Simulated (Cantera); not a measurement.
Input: 1 mol Fe₂O₃, 6.8 mol C, 1.1 mol H₂, at 1200 K and 19.0 Pa.

Equilibrium computed with Cantera from the NASA thermochemical tables; the gas is ideal and each condensed phase is pure. Candidate condensed phases: C, C₆H₆, C₇H₈, C₈H₁₈, Fe, Fe(CO)₅, FeO, Fe(OH)₂, Fe(OH)₃, Fe₂O₃, Fe₃O₄, H₂O; 114 gas species. Condensed phases not in the tables: cementite and carbon dissolved in iron. Equilibrium is a limit: real reactors are often held back by kinetics, nucleation or transport.

Base state: CO 0.732, H₂ 0.268 (mole fractions); condensed: C(graphite) + Fe(γ).

Task: What changes in the equilibrium state with this change: Fe₂O₃ replaced by MgO?

Result: 
| species | before | after |
|---|---|---|
| H₂ | 0.268 | 0.984 |
| CO | 0.732 | 0.00785 |
| Mg | 0 | 0.00785 |
| H | 7.42e-6 | 1.42e-5 |
| C(graphite), mol | 3.80 | 6.79 |
| Fe(γ), mol | 2.00 | 0 |
| MgO(s), mol | 0 | 0.991 |
Further candidate phases: Mg, MgCO₃, MgO, Mg(OH)₂.

Task: What changes in the equilibrium state with this change: temperature from 1200 K to 1748 K?

Result: 
| species | before | after |
|---|---|---|
| CO | 0.732 | 0.677 |
| H₂ | 0.268 | 0.244 |
| Fe | 2.61e-7 | 0.0711 |
| H | 7.42e-6 | 0.00819 |
| C₂H₂ (acetylene) | 2.76e-8 | 2.76e-5 |
| C(graphite), mol | 3.80 | 3.80 |
| Fe(γ), mol | 2.00 | 0 |
| Fe(δ), mol | 0 | 1.68 |
Iron dissolves carbon and melts from about 1420 K in contact with it, which pure phases cannot show.

Task: What changes in the equilibrium state with this change: Fe₂O₃ replaced by Ta₂O₅?

Result: 
```csv
species,before,after
CO,0.732,0.815
H₂,0.268,0.185
CO₂,1.92e-6,0.000143
H₂O,9.68e-7,4.45e-5
"C(graphite), mol",3.80,0
"Fe(γ), mol",2.00,0
"TaC(s), mol",0,1.94
"Ta₂O₅(s), mol",0,0.0284
```
Mutual solubility and eutectic melting of coexisting phases are not modelled. TaC: taken at fixed stoichiometry. Condensed phases not in the tables: Ta₂C. Further candidate phases: Ta, TaC, Ta₂O₅.
